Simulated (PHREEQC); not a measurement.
Metal-bearing waste water

A solution holds 0.0017 mol/kgw FeCl3, 3.5e-05 mol/kgw MgSO4, 0.21 mol/kgw HCl and 0.0053 mol/kgw Na2SO4, at 75 °C. Closed to the air; pH follows from the charge balance.

Model: ion-association model, phreeqc.dat, run in PHREEQC.

Each row changes one thing in this solution. No solid was allowed to form.

```csv
case,pH,HSO4- (mol/kgw),FeCl+2 (mol/kgw),SO4-2 (mol/kgw),Fe+3 (mol/kgw),FeCl2+ (mol/kgw),SI of Goethite (FeOOH),SI of Hematite (Fe2O3)
as made,0.80,0.00495,0.00128,0.000258,0.000183,7.71e-5,+0.19,+2.59
Na2SO4 from 0.0053 to 0.00477 mol/kgw,0.80,0.00446,0.00129,0.000231,0.000185,7.77e-5,+0.19,+2.59
0.016 mol/kgw KCl added,0.80,0.00494,0.00129,0.000264,0.000175,8.15e-5,+0.16,+2.53
diluted 5-fold with water,1.46,0.000890,0.000142,0.000135,7.05e-5,3.08e-6,+2.09,+6.39
MgSO4 from 3.5e-05 to 5.25e-05 mol/kgw,0.80,0.00496,0.00128,0.000259,0.000183,7.71e-5,+0.19,+2.59
Na2SO4 replaced by FeSO4 at the same molality,0.80,0.00485,0.00128,0.000255,0.000185,7.65e-5,+0.19,+2.59
```

Some of these states are supersaturated (in Hematite (slow to form), Goethite (slow to form), for instance). Away from 25 °C the constants follow the database's enthalpies or fits; those with neither stay at their 25 °C values.
